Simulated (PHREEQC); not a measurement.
# Sulfide liquor

Solution (20 °C): 0.00017 mol/kgw H2S, 0.042 mol/kgw HCl and 5.2e-05 mol/kgw MnCl2. Closed to the air; pH follows from the charge balance.

The numbers come from PHREEQC with the ion-association model, wateq4f.dat.

No solid was allowed to form.

**Question.** What pH does the model give?

**Answer.** pH 1.44.

**Question.** In which forms is Mn present?

**Answer.** Mn+2 92 %, MnCl+ 7.9 % of the Mn.

The polysulfide entries of wateq4f.dat were taken out for this run.
